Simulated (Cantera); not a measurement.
**Moist CO burnout**

An isothermal, constant-pressure homogeneous reactor starts with 2.10 % CO, 1.72 % O₂, 0.820 % H₂O, 95.4 % N₂, at 1200 K and 4.10 bar.

Cantera simulation using GRI-Mech 3.0 (53 species, 325 reactions); the numbers are that mechanism's predictions, not measurements.

```csv
t (s),x CO,x O₂,x H₂O,x HO₂,x N₂O,x H₂O₂,x NO₂
1.00e-5,0.0210,0.0172,0.00820,7.22e-12,<1e-12,<1e-12,<1e-12
3.74e-5,0.0210,0.0172,0.00820,2.40e-10,<1e-12,<1e-12,<1e-12
0.000140,0.0210,0.0172,0.00820,5.81e-9,4.48e-12,1.27e-12,<1e-12
0.000523,0.0210,0.0172,0.00820,2.83e-7,2.00e-10,3.98e-10,<1e-12
0.00196,0.0189,0.0161,0.00811,1.28e-5,2.13e-7,7.69e-7,1.82e-10
0.00731,0.00752,0.0105,0.00818,8.46e-6,1.21e-6,4.15e-7,2.64e-9
0.0273,0.00112,0.00730,0.00827,3.16e-6,1.81e-6,8.19e-8,1.44e-8
0.102,8.01e-5,0.00678,0.00829,4.39e-7,1.89e-6,3.70e-9,3.80e-8
0.382,1.52e-6,0.00675,0.00829,1.11e-8,1.45e-6,3.72e-10,1.02e-8
1.43,7.28e-9,0.00675,0.00829,9.12e-10,4.92e-7,1.12e-10,1.67e-9
5.35,2.36e-9,0.00675,0.00829,4.30e-10,1.53e-8,3.60e-11,1.21e-9
20.0,2.24e-9,0.00675,0.00829,4.17e-10,6.11e-9,3.30e-11,1.21e-9
```
x: mole fraction; the columns are a selection and need not sum to one.

Equilibrium at this temperature and pressure: CO 2.24e-9, O₂ 0.00673, H₂O 0.00829, HO₂ 4.16e-10, N₂O 6.11e-9, H₂O₂ 3.30e-11, NO₂ 2.38e-7 (gas phase only).
